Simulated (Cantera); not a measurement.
An adiabatic, constant-pressure homogeneous reactor starts with CH4 : C2H6 : O2 : N2 = 1 : 0.1 : 1.38 : 5.2 (molar parts), equivalence ratio 1.7, at 1698 K and 500000 Pa. Integrator tolerance rtol = 1e-08.

Cantera simulation using GRI-Mech 3.0 (53 species, 325 reactions); the numbers are that mechanism's predictions, not measurements.

Q: What does this change do: initial temperature 1698 to 1100 K?

A: 
```
quantity                                                              before                                      after
---------------------------------  -----------------------------------------  -----------------------------------------
time of steepest temperature rise                                    25.3 µs                                    6.18 ms
temperature at 1.00 s                                                 2833 K                                     2387 K
equilibrium temperature                                               2833 K                                     2387 K
x(CH4) at 1.00 s                   2.15e-11 (gas-phase equilibrium 2.44e-11)  1.28e-10 (gas-phase equilibrium 1.44e-10)
x(C2H6) at 1.00 s                      <1e-12 (gas-phase equilibrium <1e-12)      <1e-12 (gas-phase equilibrium <1e-12)
x(O2) at 1.00 s                    0.000244 (gas-phase equilibrium 0.000244)    4.34e-6 (gas-phase equilibrium 4.34e-6)
x(CO) at 1.00 s                          0.114 (gas-phase equilibrium 0.114)        0.112 (gas-phase equilibrium 0.112)
x(H2) at 1.00 s                          0.105 (gas-phase equilibrium 0.105)        0.110 (gas-phase equilibrium 0.110)
```
